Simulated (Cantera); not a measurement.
# Stirred combustor or abatement burner

A perfectly stirred reactor is fed with CH₄ : O₂ : N₂ : CO₂ = 1 : 4.26 : 16 : 1.3 (molar parts), at 0.987 atm; it is adiabatic with a 675 K inlet, and is followed from long to short residence time, starting on the burning branch (τ in s: 0.19, 0.065, 0.022, 0.0077, 0.0026, 0.0009, 0.00031, 0.00011, 3.6e-05).

Model: GRI-Mech 3.0 (53 species, 325 reactions), integrated in Cantera.

| τ (s) | T (K) | x CH₄ | x O₂ | x CO₂ | x C₂H₂ | x C₂H |
|---|---|---|---|---|---|---|
| 0.19 | 1638 | 1.02e-5 | 0.100 | 0.102 | 7.30e-10 | <1e-12 |
| 0.065 | 1635 | 2.02e-5 | 0.100 | 0.101 | 1.28e-9 | <1e-12 |
| 0.022 | 1628 | 4.04e-5 | 0.100 | 0.101 | 2.00e-9 | 1.05e-12 |
| 0.0077 | 1615 | 8.01e-5 | 0.101 | 0.0997 | 2.90e-9 | 1.95e-12 |
| 0.0026 | 1591 | 0.000170 | 0.102 | 0.0973 | 4.47e-9 | 3.55e-12 |
| 0.00090 | 1547 | 0.000401 | 0.104 | 0.0928 | 9.34e-9 | 7.22e-12 |
| 0.00031 | 675 | 0.0443 | 0.189 | 0.0576 | <1e-12 | <1e-12 |
| 0.00011 | 675 | 0.0443 | 0.189 | 0.0576 | <1e-12 | <1e-12 |
| 3.6e-5 | 675 | 0.0443 | 0.189 | 0.0576 | <1e-12 | <1e-12 |
x: mole fraction; the columns are a selection and need not sum to one.
